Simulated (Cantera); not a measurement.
A Cantera script and what it prints.

```python
import numpy as np
import cantera as ct

gas_names = """
    NO2 N2O N2 NO
""".split()
cond_names = """
    Ti2O3(a) Ti2O3(b) Ti2O3(L) Ti3O5(a) Ti3O5(b) Ti3O5(L)
""".split()


# ... load() reads the species with a 1 bar reference pressure and builds the phases ...
species = {s.name: s for s in load("nasa_gas.yaml", gas_names) + load("nasa_condensed.yaml", cond_names)}
# Each term lists the table entries of one substance; the one whose range holds T is used.
reactions = {
    '2 NO2(g) + 9 Ti2O3 = N2O(g) + 6 Ti3O5':
        [(-2, ['NO2']), (-9, ['Ti2O3(a)', 'Ti2O3(b)', 'Ti2O3(L)']), (1, ['N2O']), (6, ['Ti3O5(a)', 'Ti3O5(b)', 'Ti3O5(L)'])],
    '4 Ti3O5 + N2(g) = 2 NO(g) + 6 Ti2O3':
        [(-4, ['Ti3O5(a)', 'Ti3O5(b)', 'Ti3O5(L)']), (-1, ['N2']), (2, ['NO']), (6, ['Ti2O3(a)', 'Ti2O3(b)', 'Ti2O3(L)'])],
}


def pick(names, T):
    return next(species[n] for n in names if species[n].thermo.min_temp <= T <= species[n].thermo.max_temp)


results = []
for label, terms in reactions.items():
    print(label)
    print("     T/K   dH/kJ  dS/(J/K)   dG/kJ   log10 K")
    for T in [2000, 2050, 2100, 2150, 2200, 2250, 2300]:
        used = [(nu, pick(names, T)) for nu, names in terms]
        dH = sum(nu * s.thermo.h(T) for nu, s in used) / 1e6
        dS = sum(nu * s.thermo.s(T) for nu, s in used) / 1e3
        dG = dH - T * dS / 1e3
        logK = -dG * 1e6 / (ct.gas_constant * T * np.log(10))
        results.append((label, T, dH, dS, dG, logK, [s.name for _, s in used]))
        print(f"{T:8g} {dH:8.1f} {dS:8.1f} {dG:8.1f} {logK:8.2f}")
```

It prints:

```
2 NO2(g) + 9 Ti2O3 = N2O(g) + 6 Ti3O5
     T/K   dH/kJ  dS/(J/K)   dG/kJ   log10 K
    2000  -1058.6   -138.7   -781.1    20.40
    2050  -1052.2   -135.6   -774.2    19.73
    2100    -14.6    370.5   -792.6    19.72
    2150   -948.7    -71.2   -795.7    19.33
    2200   -941.7    -68.0   -792.2    18.81
    2250   -934.8    -64.9   -788.9    18.31
    2300   -927.9    -61.8   -785.7    17.84
4 Ti3O5 + N2(g) = 2 NO(g) + 6 Ti2O3
     T/K   dH/kJ  dS/(J/K)   dG/kJ   log10 K
    2000    900.3    154.0    592.3   -15.47
    2050    896.1    151.9    584.6   -14.90
    2100    204.3   -185.5    593.8   -14.77
    2150    827.1    109.0    592.8   -14.40
    2200    822.5    106.9    587.4   -13.95
    2250    817.9    104.8    582.1   -13.51
    2300    813.3    102.8    576.9   -13.10
```

Cantera with NASA thermochemical tables; ideal gases at 1 bar, condensed phases pure. Condensed species are held in their standard states even where they would react or evaporate.
